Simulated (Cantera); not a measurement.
## Adiabatic ignition

An adiabatic, constant-volume homogeneous reactor starts with 6.04 % CH₄, 9.79 % H₂, 17.7 % O₂, 66.5 % N₂, at 1475 K and 4430 Torr.

Cantera simulation using GRI-Mech 3.0 (53 species, 325 reactions); the numbers are that mechanism's predictions, not measurements. Above 3000 K some thermodynamic fits are extrapolated.

```json
[
 {"t (s)": "8.00e-6", "T (K)": "1479", "P (bar)": "5.91", "x CH₄": "0.0596", "x H₂": "0.0973", "x O₂": "0.176", "x H₂O": "0.000985", "x HCN": "1.99e-12", "x NO": "2.40e-11", "x CH₂": "8.08e-8"},
 {"t (s)": "1.65e-5", "T (K)": "1738", "P (bar)": "6.95", "x CH₄": "0.0413", "x H₂": "0.0874", "x O₂": "0.153", "x H₂O": "0.0349", "x HCN": "7.22e-9", "x NO": "9.03e-9", "x CH₂": "5.75e-6"},
 {"t (s)": "3.41e-5", "T (K)": "3090", "P (bar)": "12.3", "x CH₄": "<1e-12", "x H₂": "0.0210", "x O₂": "0.0225", "x H₂O": "0.182", "x HCN": "4.48e-9", "x NO": "0.00381", "x CH₂": "<1e-12"},
 {"t (s)": "7.06e-5", "T (K)": "3080", "P (bar)": "12.2", "x CH₄": "<1e-12", "x H₂": "0.0215", "x O₂": "0.0203", "x H₂O": "0.182", "x HCN": "7.78e-9", "x NO": "0.00973", "x CH₂": "<1e-12"},
 {"t (s)": "0.000146", "T (K)": "3073", "P (bar)": "12.2", "x CH₄": "<1e-12", "x H₂": "0.0218", "x O₂": "0.0190", "x H₂O": "0.182", "x HCN": "1.00e-8", "x NO": "0.0136", "x CH₂": "<1e-12"},
 {"t (s)": "0.000301", "T (K)": "3072", "P (bar)": "12.2", "x CH₄": "<1e-12", "x H₂": "0.0218", "x O₂": "0.0187", "x H₂O": "0.182", "x HCN": "1.04e-8", "x NO": "0.0143", "x CH₂": "<1e-12"},
 {"t (s)": "0.000622", "T (K)": "3072", "P (bar)": "12.2", "x CH₄": "<1e-12", "x H₂": "0.0218", "x O₂": "0.0187", "x H₂O": "0.182", "x HCN": "1.04e-8", "x NO": "0.0143", "x CH₂": "<1e-12"},
 {"t (s)": "0.00129", "T (K)": "3072", "P (bar)": "12.2", "x CH₄": "<1e-12", "x H₂": "0.0218", "x O₂": "0.0187", "x H₂O": "0.182", "x HCN": "1.04e-8", "x NO": "0.0143", "x CH₂": "<1e-12"},
 {"t (s)": "0.00266", "T (K)": "3072", "P (bar)": "12.2", "x CH₄": "<1e-12", "x H₂": "0.0218", "x O₂": "0.0187", "x H₂O": "0.182", "x HCN": "1.04e-8", "x NO": "0.0143", "x CH₂": "<1e-12"},
 {"t (s)": "0.00549", "T (K)": "3072", "P (bar)": "12.2", "x CH₄": "<1e-12", "x H₂": "0.0218", "x O₂": "0.0187", "x H₂O": "0.182", "x HCN": "1.04e-8", "x NO": "0.0143", "x CH₂": "<1e-12"},
 {"t (s)": "0.0113", "T (K)": "3072", "P (bar)": "12.2", "x CH₄": "<1e-12", "x H₂": "0.0218", "x O₂": "0.0187", "x H₂O": "0.182", "x HCN": "1.04e-8", "x NO": "0.0143", "x CH₂": "<1e-12"},
 {"t (s)": "0.0234", "T (K)": "3072", "P (bar)": "12.2", "x CH₄": "<1e-12", "x H₂": "0.0218", "x O₂": "0.0187", "x H₂O": "0.182", "x HCN": "1.04e-8", "x NO": "0.0143", "x CH₂": "<1e-12"},
 {"t (s)": "0.0484", "T (K)": "3072", "P (bar)": "12.2", "x CH₄": "<1e-12", "x H₂": "0.0218", "x O₂": "0.0187", "x H₂O": "0.182", "x HCN": "1.04e-8", "x NO": "0.0143", "x CH₂": "<1e-12"},
 {"t (s)": "0.100", "T (K)": "3072", "P (bar)": "12.2", "x CH₄": "<1e-12", "x H₂": "0.0218", "x O₂": "0.0187", "x H₂O": "0.182", "x HCN": "1.04e-8", "x NO": "0.0143", "x CH₂": "<1e-12"}
]
```
x: mole fraction; the columns are a selection and need not sum to one.

```
Property                                                           Value
---------------------------------  -------------------------------------
time of steepest temperature rise                                18.3 µs
temperature at 0.100 s                                            3072 K
equilibrium temperature                                           3072 K
x(CH₄) at 0.100 s                  <1e-12 (gas-phase equilibrium <1e-12)
x(H₂) at 0.100 s                   0.0218 (gas-phase equilibrium 0.0218)
x(O₂) at 0.100 s                   0.0187 (gas-phase equilibrium 0.0187)
```
